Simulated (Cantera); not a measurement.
What does this Cantera script print?

```python
import numpy as np
import cantera as ct

gas = ct.Solution("gri30.yaml")
gas.TPX = 1975, 1333, {'NO': 1, 'N2': 12}
reactor = ct.IdealGasConstPressureReactor(gas, energy="off", clone=False)
net = ct.ReactorNet([reactor])
net.rtol, net.atol = 1e-08, 1e-18
show = ['NO', 'O', 'N2O', 'NO2', 'N2']
times = np.geomspace(1e-06, 100, 12)

steps = ct.SolutionArray(gas, extra=["t"])
rows = []
print(f"{'t/s':>10s}{'T/K':>9s}{'P/Pa':>11s}" + "".join(f"{s:>11s}" for s in show))
for t in times:
    while net.time < t:
        t_next = net.step()
        steps.append(gas.state, t=t_next)
    rows.append([np.interp(t, steps.t, y) for y in (steps.T, steps.P, *steps(*show).X.T)])
    print(f"{t:10.3e}{rows[-1][0]:9.1f}{rows[-1][1]:11.4g}" + "".join(f"{x:11.3e}" for x in rows[-1][2:]))
rate = np.gradient(steps.T, steps.t)
print("integrator steps:", len(steps.t))
if steps.T.max() > steps.T[0] + 200:
    print(f"time of steepest temperature rise: {steps.t[rate.argmax()]:.4e} s")
gas.TPX = 1975, 1333, {'NO': 1, 'N2': 12}
gas.equilibrate("TP")
print(f"equilibrium (TP): T = {gas.T:.1f} K  " + "  ".join(f"{s} {gas[s].X[0]:.3e}" for s in show))
```

It prints:

```
       t/s      T/K       P/Pa         NO          O        N2O        NO2         N2
 1.000e-06   1975.0       1333  7.692e-02  7.624e-11  7.624e-11  5.053e-17  9.231e-01
 5.337e-06   1975.0       1333  7.692e-02  4.069e-10  4.068e-10  1.345e-15  9.231e-01
 2.848e-05   1975.0       1333  7.692e-02  2.172e-09  2.170e-09  3.763e-14  9.231e-01
 1.520e-04   1975.0       1333  7.692e-02  1.161e-08  1.156e-08  1.064e-12  9.231e-01
 8.111e-04   1975.0       1333  7.692e-02  6.251e-08  6.115e-08  2.932e-11  9.231e-01
 4.329e-03   1975.0       1333  7.692e-02  3.485e-07  3.108e-07  7.181e-10  9.231e-01
 2.310e-02   1975.0       1333  7.692e-02  2.212e-06  1.298e-06  1.158e-08  9.231e-01
 1.233e-01   1975.0       1333  7.690e-02  1.596e-05  2.629e-06  1.067e-07  9.231e-01
 6.579e-01   1975.0       1333  7.674e-02  8.821e-05  2.614e-06  5.514e-07  9.231e-01
 3.511e+00   1975.0       1333  7.493e-02  2.313e-04  2.335e-06  1.310e-06  9.240e-01
 1.874e+01   1975.0       1333  6.029e-02  4.671e-04  1.377e-06  2.466e-06  9.312e-01
 1.000e+02   1975.0       1333  9.691e-03  8.750e-04  4.969e-08  7.986e-07  9.563e-01
integrator steps: 745
equilibrium (TP): T = 1975.0 K  NO 3.292e-03  O 9.150e-04  N2O 2.363e-08  NO2 2.841e-07  N2 9.595e-01
```

Detailed kinetics in Cantera: GRI-Mech 3.0 (53 species, 325 reactions). Radical loss at walls, strong at low pressure, is not modelled.
